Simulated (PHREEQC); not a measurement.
Make-up at 25 °C: 0.0089 mol NaHCO3 and 0.00044 mol FeCl2 per kg of water. Closed to the air; pH follows from the charge balance.

Equilibrium calculation in PHREEQC: ion-association model, wateq4f.dat.

This is a speciation only: nothing precipitates in the calculation.

Q: Predict the pH, ionic strength.

A: pH 7.99; ionic strength 0.00965 mol/kgw.

Q: In which forms is Fe present?

A: Fe+2 46 %, FeHCO3+ 27 %, FeCO3 26 %, FeOH+ 1.1 % of the Fe.

The solution is supersaturated, for example in Siderite, so a real one may precipitate; this is no full list.
